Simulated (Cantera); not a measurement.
What does this Cantera script print?

```python
import numpy as np
import cantera as ct

gas_names = """
    B BCL BCL2 BCL3 BO BOCL BO2 B2 B2O B2O2 B2O3 B3O3CL3 CL CLO CL2 O O2 O3
""".split()
cond_names = """
    B(b) B(L) B2O3(L)
""".split()


def load(file, names, dense=False):
    # The tables refer to 1 bar. Condensed volumes are neglected.
    table = {s.name: s for s in ct.Species.list_from_file(file)}
    out = []
    for n in names:
        d = dict(table[n].input_data)
        d["thermo"] = dict(d["thermo"], **{"reference-pressure": 1e5})
        if dense:
            d["equation-of-state"] = {"model": "constant-volume", "density": "1e6 g/cm^3"}
        out.append(ct.Species.from_dict(d))
    return out


gas = ct.Solution(thermo="ideal-gas", species=load("nasa_gas.yaml", gas_names))
cond = {s.name: ct.Solution(thermo="fixed-stoichiometry", species=[s], name=s.name)
        for s in load("nasa_condensed.yaml", cond_names, dense=True)}
atoms = {
    'B2O3': {'B': 2, 'O': 3},
    'BCl3': {'B': 1, 'CL': 3},
}
top_T = {}  # K; cautious upper limits of use, not melting points


def equilibrate(T, P, feed):
    n = {}
    for name, mol in feed.items():
        for a, k in atoms[name].items():
            n[a] = n.get(a, 0.0) + k * mol
    gas.TPX = T, P, n
    mass = sum(n.values()) * gas.mean_molecular_weight
    gas.equilibrate("TP")
    valid = [c for c in cond.values() if c.min_temp <= T <= top_T.get(c.name, c.max_temp)]
    mix = ct.Mixture([(gas, mass / gas.mean_molecular_weight)] + [(c, 0.0) for c in valid])
    mix.T, mix.P = T, P
    mix.equilibrate("TP", solver="vcs", rtol=1e-11, max_steps=5000)
    return mix


results = []
feed = {'B2O3': 1, 'BCl3': 2.9}  # mol
T = 1250  # K
P = 3400  # Pa
mix = equilibrate(T, P, feed)
results.append((T, P, feed, dict(zip(mix.species_names, mix.species_moles))))
print(gas.report(threshold=1e-06))
for i in range(1, mix.n_phases):
    print(f"{mix.phase(i).name:16s} {mix.phase_moles(i):12.5e} mol")
```

It prints:

```
       temperature   1250 K
          pressure   3400 Pa
           density   0.043455 kg/m^3
  mean mol. weight   132.83 kg/kmol
   phase of matter   gas

                          1 kg             1 kmol
                     ---------------   ---------------
          enthalpy       -4.4083e+06       -5.8557e+08  J
   internal energy       -4.4866e+06       -5.9596e+08  J
           entropy            3624.1        4.8139e+05  J/K
    Gibbs function       -8.9384e+06       -1.1873e+09  J
 heat capacity c_p            807.98        1.0733e+05  J/K
 heat capacity c_v            745.38             99011  J/K

                      mass frac. Y      mole frac. X     chem. pot. / RT
                     ---------------   ---------------   ---------------
              BCL2        1.2419e-05         2.019e-05           -58.883
              BCL3            0.6822           0.77346           -83.098
              BOCL        0.00035076        0.00074835           -73.697
              B2O3        6.7947e-07        1.2965e-06           -137.99
           B3O3CL3           0.31743           0.22575           -221.09
                CL        5.3276e-06        1.9963e-05           -24.215
     [  +12 minor]        1.5883e-07         3.338e-07

B(b)              0.00000e+00 mol
B2O3(L)           3.44264e-01 mol
```

Equilibrium computed with Cantera from the NASA thermochemical tables; the gas is ideal and each condensed phase is pure. The tables' values for BOCl, BCl2 are old estimates; treat these amounts as uncertain.
